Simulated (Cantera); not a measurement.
A closed system holds: 1 mol SiH₄, 0.66 mol HCl, 1300 mol H₂, 0.071 mol C₂H₂, held at 1850 K and 0.0180 bar.

These are equilibrium values from Cantera (NASA tables, ideal gas, pure condensed phases), not measurements of a reactor. Candidate condensed phases: C, C₆H₆, C₇H₈, C₈H₁₈, Si, SiC; 109 gas species. Mutual solubility and eutectic melting of coexisting phases are not modelled. Gases not in the tables: Si₂H₆ and higher silanes. Equilibrium is a limit: real reactors are often held back by kinetics, nucleation or transport.

Base state: H₂ 0.995, H 0.00401, HCl 0.000501, Si 0.000358, SiH 4.75e-5, SiH₂ 4.20e-5 (mole fractions); condensed: Si(l) + SiC(s).

Task: What changes in the equilibrium state with this change: pressure from 0.0180 bar to 0.00540 bar?

Result: 
```tsv
species	before	after
H₂	0.995	0.992
H	0.00401	0.00730
Si	0.000358	0.000581
SiH₂	4.20e-5	2.03e-5
SiH	4.75e-5	4.22e-5
HCl	0.000501	0.000500
Si(l), mol	0.256	0
SiC(s), mol	0.134	0.129
```

Task: What changes in the equilibrium state with this change: SiH₄ replaced by (CH₃)₂SiCl₂?

Result: 
| species | before | after |
|---|---|---|
| H₂ | 0.995 | 0.994 |
| H | 0.00401 | 0.00400 |
| HCl | 0.000501 | 0.00203 |
| Si | 0.000358 | 1.08e-5 |
| C₂H₂ (acetylene) | 2.36e-7 | 0.000260 |
| SiH₂ | 4.20e-5 | 1.26e-6 |
| SiH | 4.75e-5 | 1.43e-6 |
| CH₄ | 3.51e-7 | 1.16e-5 |
| Si(l), mol | 0.256 | 0 |
| SiC(s), mol | 0.134 | 0.981 |
| C(graphite), mol | 0 | 0.464 |
The feed counts by its element totals alone.
